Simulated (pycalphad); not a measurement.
Computed with pycalphad from the COST 507 light-alloy database (1999), at 1 atm. The database dates from 1999; later assessments differ in places, in temperatures and in the compounds included.

Q: How does the equilibrium phase assembly of Al-4.6Mn-10.5Si (at.%) change on cooling from 1577 °C to 227 °C?

A: 
```tsv
T (°C)	phases above	phases below
789.4	liquid	ALMNSI_BETA + liquid
739.6	ALMNSI_BETA + liquid	ALMNSI_ALPHA + liquid
594.3	ALMNSI_ALPHA + liquid	ALMNSI_ALPHA + fcc + liquid
576.4	ALMNSI_ALPHA + fcc + liquid	ALMNSI_ALPHA + diamond (Si) + fcc
```
Changes were sought between steps of 50 K, so a narrower field can be missed.

Database names, with the compositions (at.%) that they take in these runs: ALMNSI_BETA: Al 63 Mn 23 Si 13; ALMNSI_ALPHA: Al 70 Mn 17 Si 12.
